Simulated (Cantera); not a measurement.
Feed: 1 mol NaI, 5.9 mol H2, at 1825 K and 1.00 Torr.

Method: chemical equilibrium by Gibbs-energy minimisation in Cantera with the NASA 1993 tables (ideal gas, pure condensed phases). Candidate condensed phases: I2, Na, NaI; 9 gas species. Kinetics and transport are ignored.

Base state: H2 0.785, Na 0.0699, I 0.0677, NaI 0.0643, H 0.0107, HI 0.00216, NaH 1.51e-5 (mole fractions); condensed: gas only.

Q: What changes in the equilibrium state with this change: NaI replaced by CuF2?

A: 
```tsv
species	before	after
H2	0.785	0.613
HF	0	0.251
Cu	0	0.125
Na	0.0699	0
I	0.0677	0
NaI	0.0643	0
H	0.0107	0.00945
HI	0.00216	0
CuF	0	0.000765
Cu2	0	6.18e-5
```
Further candidate phases: Cu, CuF2.
